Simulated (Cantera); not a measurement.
Input: 1 mol borazine, 4.2 mol H₂.

Cantera equilibrium calculation (NASA polynomials, part measured and part estimated; ideal gas, pure solids and liquids). Candidate condensed phases: B, BN; 15 gas species. The feed counts by its element totals alone. Mutual solubility and eutectic melting of coexisting phases are not modelled. Equilibrium is a limit: real reactors are often held back by kinetics, nucleation or transport.

**Question.** What condenses at these points (T in °C, P in Pa): (2052, 520); (1552, 27000); (1152, 10); (1152, 100000); (1952, 1900); (2052, 1900)?

**Answer.** 
| T (°C) | P in Pa | condensed phases | B condensed (%) |
|---|---|---|---|
| 2052 | 520 | B | 98.6 |
| 1552 | 27000 | BN | 100.0 |
| 1152 | 10 | BN | 100.0 |
| 1152 | 100000 | BN | 100.0 |
| 1952 | 1900 | B + BN | 99.6 |
| 2052 | 1900 | B | 99.2 |
